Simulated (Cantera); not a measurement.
# Transport properties of process gases

Gas mixture: 76.9 % N2O, 23.1 % O2, at 0.0180 bar, frozen composition.

Cantera's kinetic-theory transport with the Lennard-Jones parameters of GRI-Mech 3.0, ideal gas; thermal conductivity in the multicomponent form.

```json
[
 {"T (K)": "400", "ρ (kg/m³)": "0.0223", "cp (J/kg/K)": "965.1", "μ (µPa s)": "20.5", "λ (mW/m/K)": "26.9", "Pr": "0.737", "D (cm²/s) CH4": "17.3", "D (cm²/s) CH3": "17.4", "D (cm²/s) NO": "15.4"},
 {"T (K)": "500", "ρ (kg/m³)": "0.0179", "cp (J/kg/K)": "1030", "μ (µPa s)": "24.7", "λ (mW/m/K)": "34.5", "Pr": "0.738", "D (cm²/s) CH4": "25.8", "D (cm²/s) CH3": "25.9", "D (cm²/s) NO": "22.8"},
 {"T (K)": "600", "ρ (kg/m³)": "0.0149", "cp (J/kg/K)": "1084", "μ (µPa s)": "28.6", "λ (mW/m/K)": "41.9", "Pr": "0.738", "D (cm²/s) CH4": "35.5", "D (cm²/s) CH3": "35.7", "D (cm²/s) NO": "31.3"},
 {"T (K)": "700", "ρ (kg/m³)": "0.0128", "cp (J/kg/K)": "1129", "μ (µPa s)": "32.1", "λ (mW/m/K)": "49.1", "Pr": "0.738", "D (cm²/s) CH4": "46.4", "D (cm²/s) CH3": "46.7", "D (cm²/s) NO": "40.7"},
 {"T (K)": "800", "ρ (kg/m³)": "0.0112", "cp (J/kg/K)": "1167", "μ (µPa s)": "35.4", "λ (mW/m/K)": "56.0", "Pr": "0.738", "D (cm²/s) CH4": "58.3", "D (cm²/s) CH3": "58.8", "D (cm²/s) NO": "51.1"},
 {"T (K)": "900", "ρ (kg/m³)": "0.00992", "cp (J/kg/K)": "1199", "μ (µPa s)": "38.5", "λ (mW/m/K)": "62.7", "Pr": "0.737", "D (cm²/s) CH4": "71.3", "D (cm²/s) CH3": "71.9", "D (cm²/s) NO": "62.4"},
 {"T (K)": "1000", "ρ (kg/m³)": "0.00893", "cp (J/kg/K)": "1225", "μ (µPa s)": "41.5", "λ (mW/m/K)": "69.0", "Pr": "0.737", "D (cm²/s) CH4": "85.3", "D (cm²/s) CH3": "86.0", "D (cm²/s) NO": "74.5"}
]
```
D: mixture-averaged diffusion coefficient of that species in the mixture.
